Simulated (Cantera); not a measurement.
Feed: 1 mol B2O3, 2.3 mol O2, 0.63 mol H2, equilibrated at 100 Torr.

These are equilibrium values from Cantera (NASA tables, ideal gas, pure condensed phases), not measurements of a reactor. Candidate condensed phases: B, B2O3, B3O3H3, H2O; 23 gas species. Gases not in the tables: H3BO3. Kinetics and transport are ignored.

At 1077 °C, list the 5 most abundant gas species with their mole fractions, and the condensed phases.

O2 0.756, H2O 0.236, HBO2 0.00729, (HBO2)3 0.000295, OH 6.42e-5. Condensed: B2O3(l).
